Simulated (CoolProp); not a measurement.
Vapour-liquid equilibrium of cyclohexane (1) + n-octane (2) at 66.75 °C; x and y are mole fractions of (1).

Computed with CoolProp (multi-fluid Helmholtz-energy mixture model, Zhou 2014 and Beckmüller 2019; pair parameters Bell 2016).

Give the bubble pressure and the first vapour's composition at x = 0.05, 0.25, 0.85. Is there an azeotrope?

x = 0.05: 16.49 kPa, y = 0.196; x = 0.25: 26.86 kPa, y = 0.607; x = 0.85: 57.57 kPa, y = 0.961. No azeotrope shows between x = 0.05 and 0.95.

The pair parameters rest on a limited set of measurements; away from them the model extrapolates.
